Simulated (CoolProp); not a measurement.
CH2F2 (R32) along the isotherm 364.4 K: fugacity coefficient from the reference equation and from simpler models built on Tc = 351.3 K, pc = 5.783 MPa, ω = 0.277; each cubic takes its own stable root.

Model: reference Helmholtz-energy equation of state, Tillner-Roth 1997, in CoolProp.

```csv
p (MPa),phase,reference
0.0274,gas,0.9984
0.0403,gas,0.9976
0.0591,gas,0.9965
0.0867,gas,0.9949
0.127,gas,0.9925
0.187,gas,0.9890
0.274,gas,0.9839
0.403,gas,0.9764
0.591,gas,0.9655
0.867,gas,0.9496
1.27,gas,0.9267
1.87,gas,0.8930
2.74,gas,0.8452
4.03,gas,0.7760
5.91,supercritical,0.6774
8.67,supercritical,0.5311
```

**Question.** How far does each simpler model (van der Waals, Redlich-Kwong, Soave-Redlich-Kwong, Peng-Robinson) lie from the reference over these 16 states: mean and median of the absolute difference, and the worst?

**Answer.** 
- van der Waals: mean 1.8 %, median 0.6 %, worst +8.2 % at 364.4 K and 8.67 MPa
- Redlich-Kwong: mean 1.0 %, median 0.3 %, worst +4.8 % at 364.4 K and 8.67 MPa
- Soave-Redlich-Kwong: mean 1.3 %, median 0.4 %, worst +7.2 % at 364.4 K and 8.67 MPa
- Peng-Robinson: mean 0.3 %, median 0.0 %, worst +2.4 % at 364.4 K and 8.67 MPa
